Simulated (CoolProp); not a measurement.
Vapour-liquid equilibrium of benzene (1) + n-decane (2) at 1.28 bar; x and y are mole fractions of (1).

The numbers come from the multi-fluid Helmholtz-energy mixture model, Thol 2012 and Lemmon 2006; pair parameters Bell 2016 in CoolProp.

```tsv
x	bubble temperature (°C)	y at the bubble point	dew temperature at overall composition x (°C)	liquid density (mol/L)
0.05	(withheld)	(withheld)	181.6	(withheld)
0.2	140.9	0.737	175.3	5.015
0.35	122.0	0.882	168.0	(withheld)
0.5	109.9	0.939	159.5	6.410
0.65	101.5	0.967	148.7	7.282
0.8	95.1	0.984	(withheld)	(withheld)
0.95	89.6	0.997	106.9	(withheld)
```

Some entries are withheld; supply them.


- 0.05, bubble temperature (°C): 170.9
- 0.05, y at the bubble point: 0.292
- 0.05, liquid density (mol/L): 4.388
- 0.35, liquid density (mol/L): 5.673
- 0.8, dew temperature at overall composition x (°C): 133.8
- 0.8, liquid density (mol/L): 8.361
- 0.95, liquid density (mol/L): 9.746

No azeotrope shows between x = 0.05 and 0.95.

The pair parameters rest on a limited set of measurements; away from them the model extrapolates. The gap from Raoult's law changes sign with composition, which may be real or a fault of the pair parameters; it wasn't checked against measurements.
